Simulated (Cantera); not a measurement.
A freely propagating, adiabatic, planar premixed flame of H2 : O2 : N2 : H2O = 1 : 0.562 : 2.11 : 0.088 (molar parts), unburnt at 398 K and 10.0 bar; mixture-averaged transport, grid criteria slope 0.08 and curve 0.16, no radiation.

Cantera simulation using the H2/O2 subset of GRI-Mech 3.0, which has no nitrogen chemistry; the numbers are that mechanism's predictions, not measurements. The hydrogen kinetics of GRI-Mech 3.0 are dated; newer H2 mechanisms differ, most at raised pressure. Burning velocities carry a grid error of a few per cent, more on coarse grids.

x: mole fraction of selected species; z is measured from the peak of heat release.

```tsv
z (mm)	T (K)	u (m/s)	x H2	x O2	x H2O	x H2O2	x O	x HO2
-0.0865	398	1.47	0.265	0.150	0.0234	?	<1e-8	2.08e-8
-0.0577	399	1.47	0.261	0.150	0.0236	?	<1e-8	3.00e-7
-0.0433	402	1.47	0.255	0.152	0.0240	?	<1e-8	1.72e-6
-0.0288	424	1.51	0.236	0.155	0.0263	?	6.84e-8	2.17e-5
-0.0144	637	2.14	0.175	0.155	0.0551	?	5.62e-6	0.000634
-0.00721	1021	3.35	0.125	0.134	0.111	?	0.000165	0.00132
0	1463	4.75	0.0755	0.0971	0.186	?	0.00123	0.000696
0.00721	1757	5.68	0.0412	0.0639	0.243	?	0.00249	0.000314
0.0144	1924	6.21	0.0243	0.0455	0.272	?	0.00290	0.000157
0.0288	2084	6.71	0.0133	0.0333	0.294	?	0.00237	6.50e-5
0.0577	2197	7.05	0.00719	0.0284	0.307	?	0.00125	2.61e-5
0.115	2259	7.22	0.00337	0.0263	0.315	?	0.000560	1.09e-5
0.231	2282	7.29	0.00171	0.0257	0.318	?	0.000304	6.24e-6
```

Problem. Fill in the missing entries.

Solution. 
- -0.0865, x H2O2: 1.05e-8
- -0.0577, x H2O2: 1.53e-7
- -0.0433, x H2O2: 8.78e-7
- -0.0288, x H2O2: 1.07e-5
- -0.0144, x H2O2: 0.000184
- -0.00721, x H2O2: 0.000309
- 0, x H2O2: 5.55e-5
- 0.00721, x H2O2: 6.54e-6
- 0.0144, x H2O2: 4.30e-6
- 0.0288, x H2O2: 2.74e-6
- 0.0577, x H2O2: 1.71e-6
- 0.115, x H2O2: 1.06e-6
- 0.231, x H2O2: 7.76e-7
